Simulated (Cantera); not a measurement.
## Hydrocarbon pyrolysis for carbon deposition

An isothermal, constant-pressure homogeneous reactor starts with 2.25 % C2H4, 96.7 % H2, 1.10 % N2, at 1300 K and 0.00260 bar.

Computed with Cantera and GRI-Mech 3.0 (53 species, 325 reactions). GRI-Mech 3.0 was tuned for natural gas; its chemistry of ethylene as a main component is partial and can be far from experiment. GRI-Mech 3.0 stops at C3 and has no aromatics, soot or wall deposition, so with more carbon than oxygen in the feed, carbon stays in small species such as C2H2 where larger ones or solid carbon would form. Radical loss at walls, strong at low pressure, is not modelled.

```json
[
 {"t (s)": "0.000700", "x C2H4": "0.0225", "x H2": "0.967", "x C2H6": "1.22e-12", "x CH2": "<1e-12", "x C2H2": "1.58e-7", "x CH4": "<1e-12", "x H": "3.47e-11"},
 {"t (s)": "0.00262", "x C2H4": "0.0225", "x H2": "0.967", "x C2H6": "7.79e-12", "x CH2": "<1e-12", "x C2H2": "5.92e-7", "x CH4": "<1e-12", "x H": "1.48e-10"},
 {"t (s)": "0.00979", "x C2H4": "0.0225", "x H2": "0.967", "x C2H6": "3.41e-11", "x CH2": "<1e-12", "x C2H2": "2.22e-6", "x CH4": "<1e-12", "x H": "5.80e-10"},
 {"t (s)": "0.0366", "x C2H4": "0.0225", "x H2": "0.967", "x C2H6": "1.39e-10", "x CH2": "<1e-12", "x C2H2": "8.28e-6", "x CH4": "3.35e-12", "x H": "2.20e-9"},
 {"t (s)": "0.137", "x C2H4": "0.0224", "x H2": "0.967", "x C2H6": "6.21e-10", "x CH2": "<1e-12", "x C2H2": "3.10e-5", "x CH4": "5.56e-11", "x H": "8.30e-9"},
 {"t (s)": "0.512", "x C2H4": "0.0224", "x H2": "0.967", "x C2H6": "3.56e-9", "x CH2": "<1e-12", "x C2H2": "0.000116", "x CH4": "1.09e-9", "x H": "3.22e-8"},
 {"t (s)": "1.91", "x C2H4": "0.0220", "x H2": "0.967", "x C2H6": "2.78e-8", "x CH2": "<1e-12", "x C2H2": "0.000442", "x CH4": "2.89e-8", "x H": "1.47e-7"},
 {"t (s)": "7.15", "x C2H4": "0.0205", "x H2": "0.967", "x C2H6": "3.14e-7", "x CH2": "<1e-12", "x C2H2": "0.00190", "x CH4": "1.11e-6", "x H": "1.34e-6"},
 {"t (s)": "26.7", "x C2H4": "0.0117", "x H2": "0.967", "x C2H6": "6.00e-7", "x CH2": "<1e-12", "x C2H2": "0.0106", "x CH4": "2.08e-5", "x H": "4.76e-6"},
 {"t (s)": "100", "x C2H4": "0.000611", "x H2": "0.967", "x C2H6": "4.58e-8", "x CH2": "<1e-12", "x C2H2": "0.0214", "x CH4": "4.82e-5", "x H": "1.05e-5"}
]
```
x: mole fraction; the columns are a selection and need not sum to one.

Equilibrium at this temperature and pressure: C2H4 0.000127, H2 0.965, C2H6 1.60e-8, CH2 2.00e-11, C2H2 0.0178, CH4 0.00337, H 2.15e-5 (gas phase only).
